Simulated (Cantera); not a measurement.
Charge: 1 mol CH3SiH3, 1300 mol H2, 1.3 mol CH4, held at 2200 K and 1.65 Torr.

Method: chemical equilibrium by Gibbs-energy minimisation in Cantera with the NASA 1993 tables (ideal gas, pure condensed phases). Candidate condensed phases: C, C6H6, C7H8, C8H18, Si, SiC; 87 gas species. The feed counts by its element totals alone. The numbers say what is thermodynamically allowed, not how fast it happens.

Base state: H2 0.885, H 0.113, C2H2 (acetylene) 0.000801, Si 0.000683, SiC2 2.32e-5, SiH 1.33e-5 (mole fractions); condensed: gas only.

What changes in the equilibrium state with this change: CH3SiH3 replaced by (CH3)2SiCl2?


```
species             before     after
----------------  --------  --------
H2                   0.885     0.884
H                    0.113     0.113
HCl                      0   0.00132
C2H2 (acetylene)  0.000801   0.00115
Si                0.000683  0.000672
Cl                       0  0.000123
SiC2               2.32e-5   3.28e-5
SiH                1.33e-5   1.31e-5
```
